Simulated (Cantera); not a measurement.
Charge: 1 mol Si₃N₄, 0.0095 mol C, 0.054 mol H₂, at 1.33 mbar.

Method: chemical equilibrium by Gibbs-energy minimisation in Cantera with the NASA 1993 tables (ideal gas, pure condensed phases). Candidate condensed phases: C, C₆H₆, C₇H₈, C₈H₁₈, Si, SiC, Si₃N₄; 125 gas species. Ions and electrons are included (thermal ionisation). The tables' values for SiN are old estimates; treat these amounts as uncertain. Rates play no part.

x: gas mole fraction; nothing condenses.

```csv
T (°C),x Si,x N₂,x N,x e-,x Si+,x H,x C
2727,0.586,0.390,0.000238,4.29e-5,4.31e-5,0.0211,0.000608
2977,0.585,0.390,0.00106,0.000159,0.000159,0.0211,0.00112
3227,0.584,0.388,[?],[?],[?],0.0211,[?]
3477,0.581,0.382,0.0114,0.00131,0.00131,0.0210,0.00160
3727,0.572,0.369,0.0295,0.00310,0.00310,0.0207,0.00168
3977,0.556,0.342,0.0671,0.00657,0.00657,0.0203,0.00170
4227,0.527,[?],[?],[?],[?],0.0194,0.00166
4477,0.483,0.222,0.230,0.0226,0.0226,0.0182,0.00157
4727,0.428,0.140,0.340,0.0371,0.0371,0.0167,0.00146
```

Problem. Fill in the missing entries.

Solution. 
- 3227, x N: 0.00378
- 3227, x e-: 0.000492
- 3227, x Si+: 0.000492
- 3227, x C: 0.00143
- 4227, x N₂: 0.293
- 4227, x N: 0.133
- 4227, x e-: 0.0127
- 4227, x Si+: 0.0127
